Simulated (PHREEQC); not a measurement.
Consider water at 25 °C with 4.9 mol CaCl2 and 3.4 mol LiCl per kg of water. Closed to the air; pH follows from the charge balance.

Model: Pitzer model, pitzer.dat, run in PHREEQC.

**Question.** The ionic strength comes out as 18.1 mol/kgw. What activity coefficients do Li+, Ca+2, Cl- get?

**Answer.** Li+ 470, Ca+2 13000, Cl- 1.0. Single-ion values are on the MacInnes scale.

Precipitation was switched off in this run.
